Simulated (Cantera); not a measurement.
A perfectly stirred reactor is fed with CH₃OH : O₂ : N₂ = 1 : 1.25 : 4.7 (molar parts), at 0.839 atm; it is adiabatic with a 775 K inlet, and is followed from long to short residence time, starting on the burning branch (τ in s: 0.26, 0.087, 0.029, 0.0095, 0.0031, 0.001, 0.00034, 0.00011, 3.7e-05, 1.2e-05, 4.1e-06).

Computed with Cantera and GRI-Mech 3.0 (53 species, 325 reactions). GRI-Mech 3.0 was tuned for natural gas; its chemistry of methanol as a main component is partial and can be far from experiment.

x: mole fraction; the columns are a selection and need not sum to one.

| τ (s) | T (K) | x CH₃OH | x O₂ | x O | x NO₂ | x OH | x HO₂ |
|---|---|---|---|---|---|---|---|
| 0.26 | 2419 | 2.01e-7 | 0.00208 | 0.000509 | 1.36e-7 | 0.00574 | 5.42e-7 |
| 0.087 | 2411 | 5.62e-7 | 0.00238 | 0.000586 | 1.25e-7 | 0.00611 | 6.19e-7 |
| 0.029 | 2392 | 1.47e-6 | 0.00313 | 0.000783 | 1.00e-7 | 0.00694 | 8.07e-7 |
| 0.0095 | 2353 | ? | ? | ? | ? | ? | ? |
| 0.0031 | 2288 | 8.32e-6 | 0.00709 | 0.00204 | 2.74e-8 | 0.0101 | 1.95e-6 |
| 0.0010 | 2207 | 2.02e-5 | 0.0101 | 0.00315 | 1.15e-8 | 0.0116 | 3.28e-6 |
| 0.00034 | 2131 | 5.16e-5 | 0.0131 | 0.00412 | 5.96e-9 | 0.0121 | 5.73e-6 |
| 0.00011 | 2061 | ? | ? | ? | ? | 0.0116 | ? |
| 3.7e-5 | 1955 | 0.000697 | 0.0300 | 0.00318 | 3.22e-9 | 0.00806 | 7.12e-5 |
| 1.2e-5 | 775 | 0.144 | 0.180 | <1e-12 | <1e-12 | <1e-12 | <1e-12 |
| 4.1e-6 | 775 | 0.144 | 0.180 | <1e-12 | <1e-12 | <1e-12 | <1e-12 |

**Question.** Complete the blanks.

**Answer.** 
- 0.0095, x CH₃OH: 3.57e-6
- 0.0095, x O₂: 0.00466
- 0.0095, x O: 0.00123
- 0.0095, x NO₂: 6.08e-8
- 0.0095, x OH: 0.00838
- 0.0095, x HO₂: 1.21e-6
- 0.00011, x CH₃OH: 0.000158
- 0.00011, x O₂: 0.0176
- 0.00011, x O: 0.00450
- 0.00011, x NO₂: 3.68e-9
- 0.00011, x HO₂: 1.32e-5
